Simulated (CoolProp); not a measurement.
Hexamethyldisiloxane (MM) at 293.15 K and 2.61 MPa is throttled through a valve to 0.577 MPa with no heat exchange. Each further row changes one setting.

Computed with CoolProp (reference Helmholtz-energy equation of state, Thol 2016).

| case | temperature change (K) | final density (kg/m³) |
|---|---|---|
| as stated | +0.9 | 765 |
| outlet pressure 0.173 MPa | +1.0 | 764 |
| outlet pressure 0.75 MPa | +0.8 | 765 |
